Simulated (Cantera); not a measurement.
Gas mixture: NH3 : H2 : CH3OH : C3H8 = 0.11 : 0.098 : 0.95 : 0.43 (molar parts), at 39.0 Torr, frozen composition.

Cantera's kinetic-theory transport with the Lennard-Jones parameters of GRI-Mech 3.0, ideal gas; thermal conductivity in the multicomponent form. Polar gases are described roughly by these parameters. The composition is frozen, though it would react at the higher temperatures.

D: mixture-averaged diffusion coefficient of that species in the mixture.

```json
[
 {"T (K)": "400", "ρ (kg/m³)": "0.0507", "cp (J/kg/K)": "1873", "μ (µPa s)": "?", "λ (mW/m/K)": "34.3", "Pr": "0.680", "D (cm²/s) H2O": "5.17", "D (cm²/s) NH3": "4.93", "D (cm²/s) O": "7.84"},
 {"T (K)": "600", "ρ (kg/m³)": "0.0338", "cp (J/kg/K)": "2470", "μ (µPa s)": "?", "λ (mW/m/K)": "63.6", "Pr": "0.712", "D (cm²/s) H2O": "11.5", "D (cm²/s) NH3": "10.9", "D (cm²/s) O": "16.1"},
 {"T (K)": "800", "ρ (kg/m³)": "0.0253", "cp (J/kg/K)": "2933", "μ (µPa s)": "?", "λ (mW/m/K)": "95.4", "Pr": "0.727", "D (cm²/s) H2O": "20.0", "D (cm²/s) NH3": "18.8", "D (cm²/s) O": "26.6"},
 {"T (K)": "1000", "ρ (kg/m³)": "0.0203", "cp (J/kg/K)": "3292", "μ (µPa s)": "?", "λ (mW/m/K)": "127", "Pr": "0.735", "D (cm²/s) H2O": "30.3", "D (cm²/s) NH3": "28.3", "D (cm²/s) O": "38.9"},
 {"T (K)": "1200", "ρ (kg/m³)": "0.0169", "cp (J/kg/K)": "3554", "μ (µPa s)": "?", "λ (mW/m/K)": "158", "Pr": "0.738", "D (cm²/s) H2O": "42.2", "D (cm²/s) NH3": "39.3", "D (cm²/s) O": "52.9"},
 {"T (K)": "1400", "ρ (kg/m³)": "0.0145", "cp (J/kg/K)": "3766", "μ (µPa s)": "?", "λ (mW/m/K)": "188", "Pr": "0.739", "D (cm²/s) H2O": "55.6", "D (cm²/s) NH3": "51.7", "D (cm²/s) O": "68.5"},
 {"T (K)": "1600", "ρ (kg/m³)": "0.0127", "cp (J/kg/K)": "3937", "μ (µPa s)": "?", "λ (mW/m/K)": "216", "Pr": "0.740", "D (cm²/s) H2O": "70.4", "D (cm²/s) NH3": "65.3", "D (cm²/s) O": "85.7"},
 {"T (K)": "1800", "ρ (kg/m³)": "0.0113", "cp (J/kg/K)": "4073", "μ (µPa s)": "44.2", "λ (mW/m/K)": "243", "Pr": "0.740", "D (cm²/s) H2O": "86.4", "D (cm²/s) NH3": "80.0", "D (cm²/s) O": "104"},
 {"T (K)": "2000", "ρ (kg/m³)": "0.0101", "cp (J/kg/K)": "4181", "μ (µPa s)": "47.6", "λ (mW/m/K)": "269", "Pr": "0.740", "D (cm²/s) H2O": "104", "D (cm²/s) NH3": "95.9", "D (cm²/s) O": "124"}
]
```

Question: Complete the blanks.

Answer: 
- 400, μ (µPa s): 12.5
- 600, μ (µPa s): 18.3
- 800, μ (µPa s): 23.7
- 1000, μ (µPa s): 28.4
- 1200, μ (µPa s): 32.8
- 1400, μ (µPa s): 36.9
- 1600, μ (µPa s): 40.6
